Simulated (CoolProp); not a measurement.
Saturation properties of trans-2-butene.

The numbers come from the reference Helmholtz-energy equation of state, Lemmon 2005 in CoolProp. It is a short technical equation, of lower accuracy than the large ones.

| T (°C) | p (bar) | vapour density (kg/m³) | surface tension (mN/m) |
|---|---|---|---|
| 0.85 | 1.012 | 2.603 | 16.1 |
| 5.45 | 1.203 | 3.058 | … |
| 10.05 | 1.420 | 3.573 | … |
| 14.75 | 1.672 | … | 14.3 |
| 19.35 | 1.951 | … | 13.8 |
| 23.95 | 2.264 | 5.545 | 13.2 |
| 28.55 | 2.615 | 6.356 | 12.7 |
| 33.15 | … | 7.257 | … |
| 37.85 | 3.448 | 8.277 | 11.5 |
| 42.45 | … | 9.382 | … |

### Question
Some entries are withheld; supply them.

### Answer

- 5.45, surface tension (mN/m): 15.5
- 10.05, surface tension (mN/m): 14.9
- 14.75, vapour density (kg/m³): 4.166
- 19.35, vapour density (kg/m³): 4.817
- 33.15, p (bar): 3.005
- 33.15, surface tension (mN/m): 12.1
- 42.45, p (bar): 3.928
- 42.45, surface tension (mN/m): 11.0

It boils at 0.9 °C under 1 atm.

Surface tension comes from a separate correlation (Mulero 2014).
